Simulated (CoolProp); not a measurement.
Model: reference Helmholtz-energy equation of state, Lemmon 2005, in CoolProp.

Question: For R125, give the phase and the Joule-Thomson coefficient (K/MPa), conductivity (mW/(m K)), Prandtl number at 36.85 °C and 33.3 kPa; -71.05 °C and 90.4 kPa.

Answer: 
- 36.85 °C and 33.3 kPa: gas; Joule-Thomson coefficient 12.1, conductivity 14.9, Prandtl number 0.730
- -71.05 °C and 90.4 kPa: liquid; Joule-Thomson coefficient -0.335, conductivity 102, Prandtl number 6.38

Viscosity comes from a separate model (Huber 2006). Thermal conductivity comes from a separate model (Perkins 2006).
